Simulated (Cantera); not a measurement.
Charge: 1 mol SiCl4, 0.19 mol NH3, 69 mol H2, held at 1330 Pa.

Equilibrium computed with Cantera from the NASA thermochemical tables; the gas is ideal and each condensed phase is pure. Candidate condensed phases: NH4Cl, Si, Si3N4; 28 gas species. Mutual solubility and eutectic melting of coexisting phases are not modelled. The tables' values for SiCl3, SiCl are old estimates; treat these amounts as uncertain. Kinetics and transport are ignored.

log p: log10 of the partial pressure in bar; n: condensed amount in mol.

```csv
T (K),log p H2,log p HCl,log p SiCl2,log p N2,log p SiCl4,n Si(s),n Si3N4(s)
1175,-1.90,-3.27,-4.29,-7.89,-4.82,0.408,0.0475
1250,-1.90,-3.24,-4.18,-6.90,-5.43,0.439,0.0472
1325,-1.90,-3.23,-4.13,(withheld),(withheld),0.442,0.0450
1400,-1.90,-3.24,-4.10,(withheld),(withheld),0.467,(withheld)
1475,-1.90,-3.24,-4.08,-4.75,-7.20,0.548,0
1550,-1.90,-3.24,-4.06,-4.75,-7.68,0.533,0
1625,-1.90,-3.25,-4.05,-4.75,-8.13,0.518,0
```

### Question
Some entries are withheld; supply them.

### Answer

- 1400, log p N2: -5.24
- 1400, log p SiCl4: -6.65
- 1400, n Si3N4(s): 0.0322
- 1325, log p N2: -6.02
- 1325, log p SiCl4: -6.06
